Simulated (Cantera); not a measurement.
A Cantera script and what it prints.

```python
import numpy as np
import cantera as ct

gas_names = """
    CL CL2 H HCL H2 Si SiCL SiCL2 SiCL3 SiCL4 SiH SiHCL3 SiH2 SiH2CL2 SiH3 SiH3CL SiH4 Si2 Si3
""".split()
cond_names = """
    Si(cr) Si(L)
""".split()


# ... load() reads the species with a 1 bar reference pressure and builds the phases ...
atoms = {
    'Si': {'Si': 1},
    'Cl2': {'CL': 2},
    'H2': {'H': 2},
}
top_T = {}  # K; cautious upper limits of use, not melting points


# ... equilibrate(T, P, feed) seeds the gas with the atoms and calls Mixture.equilibrate('TP', solver="vcs", rtol=1e-11, max_steps=5000) ...
results = []
feed = {'Si': 1, 'Cl2': 0.5, 'H2': 3.6}  # mol
P = 40000  # Pa
for T in [948, 998, 1048, 1098, 1148, 1198, 1248, 1298]:
    mix = equilibrate(T, P, feed)
    results.append((T, P, feed, dict(zip(mix.species_names, mix.species_moles))))
    x = sorted(zip(gas.X, gas.species_names), reverse=True)
    print(f"T = {T:g} K  P = {P:g} Pa  gas = {mix.phase_moles(0):.4g} mol")
    print("   x: " + "  ".join(f"{s} {v:.3e}" for v, s in x if v > 0.001))
    print("   condensed (mol): " + ("  ".join(f"{mix.phase(i).name} {mix.phase_moles(i):.4g}"
          for i in range(1, mix.n_phases) if mix.phase_moles(i) > 1e-12) or "none"))
```

It prints:

```
T = 948 K  P = 40000 Pa  gas = 3.832 mol
   x: H2 9.222e-01  SiCL4 4.402e-02  SiHCL3 2.448e-02  HCL 7.469e-03  SiH2CL2 1.378e-03
   condensed (mol): Si(cr) 0.7305
T = 998 K  P = 40000 Pa  gas = 3.837 mol
   x: H2 9.192e-01  SiCL4 4.317e-02  SiHCL3 2.367e-02  HCL 1.162e-02  SiH2CL2 1.397e-03
   condensed (mol): Si(cr) 0.7346
T = 1048 K  P = 40000 Pa  gas = 3.844 mol
   x: H2 9.150e-01  SiCL4 4.181e-02  SiHCL3 2.269e-02  HCL 1.725e-02  SiH2CL2 1.401e-03  SiCL3 1.175e-03
   condensed (mol): Si(cr) 0.7397
T = 1098 K  P = 40000 Pa  gas = 3.855 mol
   x: H2 9.095e-01  SiCL4 3.979e-02  HCL 2.452e-02  SiHCL3 2.148e-02  SiCL3 1.948e-03  SiH2CL2 1.387e-03  SiCL2 1.341e-03
   condensed (mol): Si(cr) 0.7457
T = 1148 K  P = 40000 Pa  gas = 3.869 mol
   x: H2 9.024e-01  SiCL4 3.696e-02  HCL 3.350e-02  SiHCL3 1.997e-02  SiCL3 3.022e-03  SiCL2 2.729e-03  SiH2CL2 1.352e-03
   condensed (mol): Si(cr) 0.7522
T = 1198 K  P = 40000 Pa  gas = 3.887 mol
   x: H2 8.938e-01  HCL 4.408e-02  SiCL4 3.321e-02  SiHCL3 1.812e-02  SiCL2 5.119e-03  SiCL3 4.384e-03  SiH2CL2 1.291e-03
   condensed (mol): Si(cr) 0.7584
T = 1248 K  P = 40000 Pa  gas = 3.91 mol
   x: H2 8.836e-01  HCL 5.590e-02  SiCL4 2.855e-02  SiHCL3 1.590e-02  SiCL2 8.876e-03  SiCL3 5.927e-03  SiH2CL2 1.203e-03
   condensed (mol): Si(cr) 0.7635
T = 1298 K  P = 40000 Pa  gas = 3.937 mol
   x: H2 8.724e-01  HCL 6.829e-02  SiCL4 2.317e-02  SiCL2 1.422e-02  SiHCL3 1.336e-02  SiCL3 7.426e-03  SiH2CL2 1.085e-03
   condensed (mol): Si(cr) 0.7665
```

Cantera equilibrium calculation (NASA polynomials, part measured and part estimated; ideal gas, pure solids and liquids). The tables' values for SiCl3 are old estimates; treat these amounts as uncertain.
